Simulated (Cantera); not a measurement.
What does this Cantera script print?

```python
import numpy as np
import cantera as ct

gas_names = """
    B BH BH2 BH3 BN B2 H H2 N NH NH2 NH3 N2 N2H2 N2H4
""".split()
cond_names = """
    B(b) B(L) BN(s)
""".split()


# ... load() reads the species with a 1 bar reference pressure and builds the phases ...
atoms = {
    'BN': {'B': 1, 'N': 1},
    'H2': {'H': 2},
}
top_T = {'BN(s)': 3200}  # K; cautious upper limits of use, not melting points


# ... equilibrate(T, P, feed) seeds the gas with the atoms and calls Mixture.equilibrate('TP', solver="vcs", rtol=1e-11, max_steps=5000) ...
results = []
feed = {'BN': 1, 'H2': 180}  # mol
T = 1023.15  # K
P = 79  # Pa
mix = equilibrate(T, P, feed)
results.append((T, P, feed, dict(zip(mix.species_names, mix.species_moles))))
x = sorted(zip(gas.X, gas.species_names), reverse=True)
print(f"T = {T:g} K  P = {P:g} Pa  gas = {mix.phase_moles(0):.4g} mol")
print("   x: " + "  ".join(f"{s} {v:.3e}" for v, s in x if v > 0.0001))
print("   condensed (mol): " + ("  ".join(f"{mix.phase(i).name} {mix.phase_moles(i):.4g}"
      for i in range(1, mix.n_phases) if mix.phase_moles(i) > 1e-12) or "none"))
```

Output:

```
T = 1023.15 K  P = 79 Pa  gas = 180 mol
   x: H2 1.000e+00
   condensed (mol): BN(s) 1
```

Method: chemical equilibrium by Gibbs-energy minimisation in Cantera with the NASA 1993 tables (ideal gas, pure condensed phases).
